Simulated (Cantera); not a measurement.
# Thermodynamics of nitride etching, feed Si₃N₄ + HCl

Feed: 1 mol Si₃N₄, 1.4 mol HCl, at 1000 °C and 100 Torr.

Method: chemical equilibrium by Gibbs-energy minimisation in Cantera with the NASA 1993 tables (ideal gas, pure condensed phases). Candidate condensed phases: NH₄Cl, Si, Si₃N₄; 28 gas species. The tables' values for SiCl₃ are old estimates; treat these amounts as uncertain. The numbers say what is thermodynamically allowed, not how fast it happens.

* **x(HCl)**: 0.450
* **x(H₂)**: 0.297
* **x(SiCl₄)**: 0.142
* **x(N₂)**: 0.101
* **x(SiCl₃)**: 0.00510
* **x(SiHCl₃)**: 0.00375
* **x(SiCl₂)**: 0.00120
* **x(SiH₂Cl₂)**: 1.37e-5
* **x(Cl)**: 1.37e-6
* **n(Si₃N₄(s))**: 0.932 mol
* **gas amount**: 1.337 mol
* **log10 activity of Si(s) (absent)**: -3.17
